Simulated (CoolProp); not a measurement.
Cyclopropane at 293.15 K and 0.171 MPa is throttled through a valve to 0.0749 MPa with no heat exchange. Each further row changes one setting.

Values from CoolProp's reference Helmholtz-energy equation of state, Polt 1992. This equation is an older, rougher fit.

```tsv
case	temperature change (K)	final density (kg/m³)
as stated	…	…
outlet pressure 0.0225 MPa	…	…
outlet pressure 0.0974 MPa	…	1.72
```

**Question.** Complete the blanks.

**Answer.** 
- as stated, temperature change (K): -2.5
- as stated, final density (kg/m³): 1.32
- outlet pressure 0.0225 MPa, temperature change (K): -3.9
- outlet pressure 0.0225 MPa, final density (kg/m³): 0.395
- outlet pressure 0.0974 MPa, temperature change (K): -1.9
